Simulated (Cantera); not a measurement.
Charge: 1 mol PbO, 8.1 mol CO, 1.4 mol H2, equilibrated at 1 atm.

Cantera equilibrium calculation (NASA polynomials, part measured and part estimated; ideal gas, pure solids and liquids). Candidate condensed phases: C, C6H6, C7H8, C8H18, H2O, Pb, PbO, PbO2, Pb3O4; 113 gas species. Gases not in the tables: (PbO)n polymers. Kinetics and transport are ignored. All values below are at 2648 K.

Base state: CO 0.714, Pb 0.0933, H2 0.0846, CO2 0.0514, H2O 0.0402, H 0.0134, OH 0.00155, PbO 0.00119 (mole fractions); condensed: gas only.

What changes in the equilibrium state with this change: H2 from 1.4 to 0.8 mol?


```csv
species,before,after
CO,0.714,0.745
Pb,0.0933,0.0988
CO2,0.0514,0.0688
H2,0.0846,0.0464
H2O,0.0402,0.0282
H,0.0134,0.00995
O2,3.04e-5,5.02e-5
PbO,0.00119,0.00162
O,0.000158,0.000203
Pb2,1.57e-5,1.76e-5
OH,0.00155,0.00147
```

What changes in the equilibrium state with this change: H2 from 1.4 to 0.21 mol?


```json
[
 {"species": "CO", "before": "0.714", "after": "0.773"},
 {"species": "Pb", "before": "0.0933", "after": "0.105"},
 {"species": "CO2", "before": "0.0514", "after": "0.0946"},
 {"species": "H2", "before": "0.0846", "after": "0.0108"},
 {"species": "H2O", "before": "0.0402", "after": "0.00876"},
 {"species": "H", "before": "0.0134", "after": "0.00481"},
 {"species": "O2", "before": "3.04e-5", "after": "8.83e-5"},
 {"species": "PbO", "before": "0.00119", "after": "0.00227"}
]
```
